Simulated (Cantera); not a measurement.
Charge: 1 mol C2H4, 69 mol H2, 0.24 mol N2, at 10.0 mbar.

These are equilibrium values from Cantera (NASA tables, ideal gas, pure condensed phases), not measurements of a reactor. Candidate condensed phases: C, C6H6, C7H8, C8H18; 92 gas species. Equilibrium is a limit: real reactors are often held back by kinetics, nucleation or transport.

**Question.** What share of the C ends up in condensed phases as a function of T (K), at 625, 725, 825, 925, 1025, 1125, 1225, 1325, 1425, 1525, 1625, 1725, 1825?

**Answer.** 
```json
[
 {"T (K)": "625", "C condensed (%)": "0.0", "as": "-"},
 {"T (K)": "725", "C condensed (%)": "0.0", "as": "-"},
 {"T (K)": "825", "C condensed (%)": "68.8", "as": "C(graphite)"},
 {"T (K)": "925", "C condensed (%)": "92.0", "as": "C(graphite)"},
 {"T (K)": "1025", "C condensed (%)": "97.4", "as": "C(graphite)"},
 {"T (K)": "1125", "C condensed (%)": "99.0", "as": "C(graphite)"},
 {"T (K)": "1225", "C condensed (%)": "99.5", "as": "C(graphite)"},
 {"T (K)": "1325", "C condensed (%)": "99.7", "as": "C(graphite)"},
 {"T (K)": "1425", "C condensed (%)": "99.7", "as": "C(graphite)"},
 {"T (K)": "1525", "C condensed (%)": "99.6", "as": "C(graphite)"},
 {"T (K)": "1625", "C condensed (%)": "99.2", "as": "C(graphite)"},
 {"T (K)": "1725", "C condensed (%)": "98.4", "as": "C(graphite)"},
 {"T (K)": "1825", "C condensed (%)": "97.0", "as": "C(graphite)"}
]
```
